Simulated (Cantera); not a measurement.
Input: 1 mol SiCl₄, 21 mol H₂, at 2300 Pa.

Method: chemical equilibrium by Gibbs-energy minimisation in Cantera with the NASA 1993 tables (ideal gas, pure condensed phases). Candidate condensed phases: Si; 19 gas species. Kinetics and transport are ignored.

Over these rows the condensed part is Si(s). Partial pressures as log10 of bar:

```csv
T (K),1000/T (1/K),log p SiHCl₃,log p H₂,log p HCl,log p SiCl₂
1298,0.7704,-4.38,-1.70,-2.68,-3.24
1348,0.7418,-4.63,-1.70,-2.66,-3.17
1398,0.7153,-4.90,-1.70,-2.65,-3.13
1448,0.6906,-5.16,-1.70,-2.65,-3.11
1498,0.6676,?,-1.70,-2.65,-3.09
1548,0.6460,-5.66,-1.70,-2.65,-3.08
```

Q: Fit log p(SiHCl₃) = a + b·(1000/T) to the five rows, give the apparent enthalpy, and predict the row at 1498 K.

A: Means: 1000/T = 0.7128, log p = -4.946. Sxy = 0.094327, Sxx = 0.0091201, so b = 10.34 and a = -4.946 − (10.34)×0.7128 = -12.32.
Apparent enthalpy: −19.145 × (10.34) = -198 kJ/mol. With the condensed phases at unit activity, Si(s) + 3 HCl(g) = SiHCl₃(g) + H₂(g) links this pressure to the main gases: over the six rows their terms move log p by +0.09 in all, so the slope isn't that reaction's ΔH° alone. The five rows lie within 0.03 of the line.
Prediction at 1498 K: -12.32 + (10.34)×0.6676 = -5.42. The computed value is -5.42, 0.00 from the line.
